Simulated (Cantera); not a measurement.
Cantera with NASA thermochemical tables; ideal gases at 1 bar, condensed phases pure. Values are per mole of reaction as written; species without (g) are pure solids or liquids, kept so even where they would boil at 1 bar.

Problem. Between 548 and 1898 K, where is each reaction favourable under standard conditions?
- 3 N₂(g) + 4 CrO₃(g) → 6 NO₂(g) + 4 Cr
- 8 Cr + 3 NO₂(g) → 3 Cr₂N + 2 CrO₃(g)

Solution. 
- 3 N₂(g) + 4 CrO₃(g) → 6 NO₂(g) + 4 Cr: ΔG° is 1434 kJ at 548 K and 1544 kJ at 1898 K; it stays positive (K < 1). ΔH° is 1448 kJ and ΔS° -51 J/K at 1898 K.
- 8 Cr + 3 NO₂(g) → 3 Cr₂N + 2 CrO₃(g): ΔG° is -967 kJ at 548 K and -752 kJ at 1898 K; it stays negative (K > 1). ΔH° is -1068 kJ and ΔS° -167 J/K at 1898 K.
